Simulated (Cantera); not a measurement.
**Pyrogenic steam for wet oxidation**

A perfectly stirred reactor is fed with H₂ : O₂ : N₂ = 0.59 : 1 : 3.6 (molar parts), at 233 Torr; it is held at 1250 K, and followed from long to short residence time.

Detailed kinetics in Cantera: GRI-Mech 3.0 (53 species, 325 reactions). The temperature is held fixed by assumption; the heat of reaction is taken as removed at once.

```json
[
 {"τ (s)": "28", "x H₂": "9.46e-6", "x O₂": "0.144", "x NO₂": "9.71e-9", "x O": "5.39e-6", "x HO₂": "3.75e-7", "x H₂O₂": "6.09e-8", "x NO": "9.31e-7"},
 {"τ (s)": "11", "x H₂": "1.76e-5", "x O₂": "0.144", "x NO₂": "9.38e-9", "x O": "1.02e-5", "x HO₂": "6.79e-7", "x H₂O₂": "9.83e-8", "x NO": "8.43e-7"},
 {"τ (s)": "4.2", "x H₂": "3.34e-5", "x O₂": "0.144", "x NO₂": "7.47e-9", "x O": "1.96e-5", "x HO₂": "1.24e-6", "x H₂O₂": "1.57e-7", "x NO": "6.85e-7"},
 {"τ (s)": "1.6", "x H₂": "6.33e-5", "x O₂": "0.144", "x NO₂": "5.01e-9", "x O": "3.79e-5", "x HO₂": "2.20e-6", "x H₂O₂": "2.44e-7", "x NO": "5.16e-7"},
 {"τ (s)": "0.63", "x H₂": "0.000117", "x O₂": "0.144", "x NO₂": "3.04e-9", "x O": "7.15e-5", "x HO₂": "3.73e-6", "x H₂O₂": "3.65e-7", "x NO": "3.84e-7"},
 {"τ (s)": "0.24", "x H₂": "0.000220", "x O₂": "0.144", "x NO₂": "1.75e-9", "x O": "0.000138", "x HO₂": "6.17e-6", "x H₂O₂": "5.38e-7", "x NO": "3.00e-7"},
 {"τ (s)": "0.094", "x H₂": "0.000402", "x O₂": "0.144", "x NO₂": "1.11e-9", "x O": "0.000259", "x HO₂": "9.48e-6", "x H₂O₂": "7.63e-7", "x NO": "2.79e-7"},
 {"τ (s)": "0.037", "x H₂": "0.000724", "x O₂": "0.144", "x NO₂": "8.47e-10", "x O": "0.000482", "x HO₂": "1.36e-5", "x H₂O₂": "1.05e-6", "x NO": "3.32e-7"},
 {"τ (s)": "0.014", "x H₂": "0.00132", "x O₂": "0.144", "x NO₂": "7.46e-10", "x O": "0.000906", "x HO₂": "1.83e-5", "x H₂O₂": "1.41e-6", "x NO": "4.96e-7"},
 {"τ (s)": "0.0055", "x H₂": "0.00231", "x O₂": "0.144", "x NO₂": "7.03e-10", "x O": "0.00163", "x HO₂": "2.28e-5", "x H₂O₂": "1.79e-6", "x NO": "8.04e-7"},
 {"τ (s)": "0.0021", "x H₂": "0.00407", "x O₂": "0.144", "x NO₂": "6.61e-10", "x O": "0.00292", "x HO₂": "2.66e-5", "x H₂O₂": "2.19e-6", "x NO": "1.33e-6"}
]
```
x: mole fraction; the columns are a selection and need not sum to one.
